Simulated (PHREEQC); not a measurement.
0.35 g of hydrous ferric oxide (600 m²/g; 0.2 weak and 0.005 strong sites per Fe, Dzombak-Morel constants, diffuse double layer) in 1 kg of water with 0.1 mol/kgw of an inert sodium salt and 0.0034 mmol/kgw Na2HAsO4 and 2.4 mmol/kgw CaCl2, at 25 °C; the pH is set by adding NaOH or the inert anion's acid. O2 is buffered at 0.21 atm. The system is closed to CO2. No solid was allowed to form.

The series has 13 steps of pH, from 4 to 10.

Computed with PHREEQC (ion-association model, wateq4f.dat).

Problem. At which pH does the surface charge pass through zero?

Solution. Near pH 9.8.

The database has no arsenate complexes of Ca.
